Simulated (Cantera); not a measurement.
An isothermal, constant-pressure homogeneous reactor starts with 21.3 % H2, 78.7 % O2, at 1400 K and 2.18 Torr.

Computed with Cantera and the H2/O2 subset of GRI-Mech 3.0, which has no nitrogen chemistry. Radical loss at walls, strong at low pressure, is not modelled. The temperature is held fixed by assumption; the heat of reaction is taken as removed at once.

x: mole fraction; the columns are a selection and need not sum to one.

| t (s) | x H2 | x O2 | x H2O2 | x H2O | x HO2 | x O | x OH |
|---|---|---|---|---|---|---|---|
| 1.00e-5 | 0.213 | 0.787 | <1e-12 | 2.26e-11 | 8.51e-9 | 3.58e-10 | 3.52e-10 |
| 7.50e-5 | 0.213 | 0.787 | 4.06e-11 | 7.27e-9 | 6.38e-8 | 1.59e-8 | 1.43e-8 |
| 0.000562 | 0.213 | 0.787 | … | 2.88e-6 | 4.76e-7 | 1.35e-6 | 1.07e-6 |
| 0.00422 | 0.0115 | 0.652 | 4.82e-8 | 0.160 | 1.19e-6 | 0.0944 | 0.0184 |
| 0.0316 | 0.0108 | 0.657 | 4.87e-8 | 0.165 | 1.21e-6 | 0.0897 | 0.0180 |
| 0.237 | 0.00760 | 0.696 | … | 0.193 | 1.30e-6 | 0.0572 | 0.0155 |
| 1.78 | 0.000666 | 0.756 | … | 0.233 | 5.93e-7 | 0.00451 | 0.00479 |
| 13.3 | 1.72e-5 | 0.762 | … | 0.237 | 6.37e-8 | 0.000116 | 0.000775 |
| 100 | 2.39e-6 | 0.762 | … | 0.238 | 8.38e-8 | 1.60e-5 | 0.000289 |

**Question.** Complete the blanks.

**Answer.** 
- 0.000562, x H2O2: 2.19e-9
- 0.237, x H2O2: 5.35e-8
- 1.78, x H2O2: 2.55e-8
- 13.3, x H2O2: 3.40e-9
- 100, x H2O2: 1.26e-9
